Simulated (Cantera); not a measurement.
Mixture: H2 : O2 : N2 : H2O = 1 : 0.575 : 2.16 : 0.32 (molar parts), equivalence ratio 0.87, at 3830 Torr, adiabatic and at constant volume. Ignition delay is the time to a rise of 400 K.

Cantera simulation using the H2/O2 subset of GRI-Mech 3.0, which has no nitrogen chemistry; the numbers are that mechanism's predictions, not measurements. The hydrogen kinetics of GRI-Mech 3.0 are dated; newer H2 mechanisms differ, most at raised pressure. Where the delays flatten at high temperature, the 400 K rule measures the pace of heat release, not the induction time.

Question: What does this change do: pressure from 3830 Torr to 285 Torr?

Answer: 
```tsv
quantity	before	after
delay at 1275 K	13.2 µs	97.3 µs
delay at 1425 K	4.21 µs	66.9 µs
delay at 1575 K	2.39 µs	59.9 µs
delay at 1725 K	1.66 µs	64.1 µs
delay at 1875 K	1.33 µs	75.7 µs
```

Question: What does this change do: pressure from 3830 Torr to 6530 Torr?

Answer: 
```tsv
quantity	before	after
delay at 1275 K	13.2 µs	31.9 µs
delay at 1425 K	4.21 µs	3.06 µs
delay at 1575 K	2.39 µs	1.47 µs
delay at 1725 K	1.66 µs	0.945 µs
delay at 1875 K	1.33 µs	0.704 µs
```

Question: What does this change do: pressure from 3830 Torr to 7050 Torr?

Answer: 
```tsv
quantity	before	after
delay at 1275 K	13.2 µs	36.3 µs
delay at 1425 K	4.21 µs	2.99 µs
delay at 1575 K	2.39 µs	1.38 µs
delay at 1725 K	1.66 µs	0.874 µs
delay at 1875 K	1.33 µs	0.645 µs
```
